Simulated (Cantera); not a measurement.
A Cantera script and what it prints.

```python
import numpy as np
import cantera as ct

gas_names = """
    C CH CH2 CH3 CH2OH CH3O CH4 CH3OH CO CO2 COOH C2 C2H CHCO,ketyl C2H2,acetylene C2H2,vinylidene
    CH2CO,ketene C2H3,vinyl CH3CO,acetyl C2H4 C2H4O,ethylen CH3CHO,ethanal CH3COOH (HCOOH)2 C2H5 C2H6
    CH3OCH3 C2H5OH C2O C3 C3H3,propargyl C3H4,allene C3H4,propyne C3H4,cyclo- C3H5,allyl C3H6,propylene
    C3H6,cyclo- C3H6O C3H7,n-propyl C3H7,i-propyl C3H8 C3H8O,1propanol C3H8O,2propanol C3O2 C4 C4H2
    C4H4,1,3-cyclo- C4H6,butadiene C4H6,2-butyne C4H6,cyclo- C4H8,1-butene C4H8,cis2-buten
    C4H8,tr2-butene C4H8,isobutene C4H8,cyclo- (CH3COOH)2 C4H9,n-butyl C4H9,i-butyl C4H9,s-butyl
    C4H9,t-butyl C4H10,isobutane C4H10,n-butane C5 C5H6,1,3cyclo- C5H8,cyclo- C5H10,1-pentene
    C5H10,cyclo- C5H11,pentyl C5H11,t-pentyl C5H12,n-pentane C5H12,i-pentane CH3C(CH3)2CH3 C6H2
    C6H5,phenyl C6H5O,phenoxy C6H6 C6H5OH,phenol C6H10,cyclo- C6H12,1-hexene C6H12,cyclo- C6H13,n-hexyl
    C7H7,benzyl C7H8 C7H8O,cresol C7H14,1-heptene C7H15,n-heptyl C7H16,n-heptane C8H8,styrene
    C8H10,ethylbenz C8H16,1-octene C8H17,n-octyl C8H18,isooctane C8H18,n-octane C9H19,n-nonyl
    C10H8,naphthale C10H21,n-decyl C12H9,o-bipheny C12H10,bipheny Cu CuO Cu2 H HCO HO2 H2
    HCHO,formaldehy HCOOH H2O H2O2 O OH O2 O3
""".split()
cond_names = """
    C(gr) C6H6(L) C7H8(L) C8H18(L),n-octa Cu(cr) Cu(L) CuO(s) CuO2H2(s) Cu2O(s) Cu2O(L) H2O(s) H2O(L)
""".split()


def load(file, names, dense=False):
    # The tables refer to 1 bar. Condensed volumes are neglected.
    table = {s.name: s for s in ct.Species.list_from_file(file)}
    out = []
    for n in names:
        d = dict(table[n].input_data)
        d["thermo"] = dict(d["thermo"], **{"reference-pressure": 1e5})
        if dense:
            d["equation-of-state"] = {"model": "constant-volume", "density": "1e6 g/cm^3"}
        out.append(ct.Species.from_dict(d))
    return out


gas = ct.Solution(thermo="ideal-gas", species=load("nasa_gas.yaml", gas_names))
cond = {s.name: ct.Solution(thermo="fixed-stoichiometry", species=[s], name=s.name)
        for s in load("nasa_condensed.yaml", cond_names, dense=True)}
atoms = {
    'CuO': {'Cu': 1, 'O': 1},
    'CH4': {'C': 1, 'H': 4},
    'H2': {'H': 2},
}
top_T = {'C(gr)': 4500, 'CuO(s)': 1390}  # K; cautious upper limits of use, not melting points


def equilibrate(T, P, feed):
    n = {}
    for name, mol in feed.items():
        for a, k in atoms[name].items():
            n[a] = n.get(a, 0.0) + k * mol
    gas.TPX = T, P, n
    mass = sum(n.values()) * gas.mean_molecular_weight
    gas.equilibrate("TP")
    valid = [c for c in cond.values() if c.min_temp <= T <= top_T.get(c.name, c.max_temp)]
    mix = ct.Mixture([(gas, mass / gas.mean_molecular_weight)] + [(c, 0.0) for c in valid])
    mix.T, mix.P = T, P
    mix.equilibrate("TP", solver="vcs", rtol=1e-11, max_steps=5000)
    return mix


results = []
feed = {'CuO': 1, 'CH4': 1.4, 'H2': 2}  # mol
T = 1775  # K
P = 100000  # Pa
mix = equilibrate(T, P, feed)
results.append((T, P, feed, dict(zip(mix.species_names, mix.species_moles))))
print(gas.report(threshold=1e-05))
for i in range(1, mix.n_phases):
    print(f"{mix.phase(i).name:16s} {mix.phase_moles(i):12.5e} mol")
```

It prints:

```
       temperature   1775 K
          pressure   1e+05 Pa
           density   0.044269 kg/m^3
  mean mol. weight   6.5333 kg/kmol
   phase of matter   gas

                          1 kg             1 kmol
                     ---------------   ---------------
          enthalpy        4.1442e+06        2.7075e+07  J
   internal energy        1.8852e+06        1.2317e+07  J
           entropy             30688        2.0049e+05  J/K
    Gibbs function       -5.0327e+07        -3.288e+08  J
 heat capacity c_p            5183.3             33864  J/K
 heat capacity c_v            3910.6             25549  J/K

                      mass frac. Y      mole frac. X     chem. pot. / RT
                     ---------------   ---------------   ---------------
               CH4         0.0014033        0.00057149           -41.112
                CO           0.73903           0.17238            -36.55
    C2H2,acetylene        0.00046884        0.00011764           -24.332
                Cu         0.0039281        0.00040386           -7.3293
                 H        4.0591e-05        0.00026309           -9.6489
                H2           0.25495           0.82621           -19.298
               H2O        0.00012697        4.6048e-05           -53.331
     [ +106 minor]        5.1719e-05        9.8148e-06

C(gr)             3.95550e-01 mol
Cu(L)             9.97650e-01 mol
Cu2O(L)           0.00000e+00 mol
```

Equilibrium computed with Cantera from the NASA thermochemical tables; the gas is ideal and each condensed phase is pure.
